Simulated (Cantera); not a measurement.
Cantera run:

```python
import numpy as np
import cantera as ct

gas_names = """
    LiCL NO CL2 N
""".split()
cond_names = """
    Li2O(s) Li2O(L)
""".split()


def load(file, names, dense=False):
    # The tables refer to 1 bar. Condensed volumes are neglected.
    table = {s.name: s for s in ct.Species.list_from_file(file)}
    out = []
    for n in names:
        d = dict(table[n].input_data)
        d["thermo"] = dict(d["thermo"], **{"reference-pressure": 1e5})
        if dense:
            d["equation-of-state"] = {"model": "constant-volume", "density": "1e6 g/cm^3"}
        out.append(ct.Species.from_dict(d))
    return out


species = {s.name: s for s in load("nasa_gas.yaml", gas_names) + load("nasa_condensed.yaml", cond_names)}
# Each term lists the table entries of one substance; the one whose range holds T is used.
reactions = {
    '2 LiCl(g) + NO(g) = Cl2(g) + Li2O + N(g)':
        [(-2, ['LiCL']), (-1, ['NO']), (1, ['CL2']), (1, ['Li2O(s)', 'Li2O(L)']), (1, ['N'])],
}


def pick(names, T):
    return next(species[n] for n in names if species[n].thermo.min_temp <= T <= species[n].thermo.max_temp)


results = []
for label, terms in reactions.items():
    print(label)
    print("     T/K   dH/kJ  dS/(J/K)   dG/kJ   log10 K")
    for T in [300, 1223, 1373, 1523, 1673, 1823]:
        used = [(nu, pick(names, T)) for nu, names in terms]
        dH = sum(nu * s.thermo.h(T) for nu, s in used) / 1e6
        dS = sum(nu * s.thermo.s(T) for nu, s in used) / 1e3
        dG = dH - T * dS / 1e3
        logK = -dG * 1e6 / (ct.gas_constant * T * np.log(10))
        results.append((label, T, dH, dS, dG, logK, [s.name for _, s in used]))
        print(f"{T:8g} {dH:8.1f} {dS:8.1f} {dG:8.1f} {logK:8.2f}")
```

Output:

```
2 LiCl(g) + NO(g) = Cl2(g) + Li2O + N(g)
     T/K   dH/kJ  dS/(J/K)   dG/kJ   log10 K
     300    174.2   -222.2    240.8   -41.93
    1223    202.1   -184.1    427.3   -18.25
    1373    208.2   -179.4    454.6   -17.29
    1523    214.6   -175.0    481.2   -16.50
    1673    221.2   -170.9    507.1   -15.83
    1823    228.0   -167.0    532.4   -15.26
```

Source: NASA polynomial tables (part measured, part estimated), evaluated in Cantera. Condensed species are held in their standard states even where they would react or evaporate.
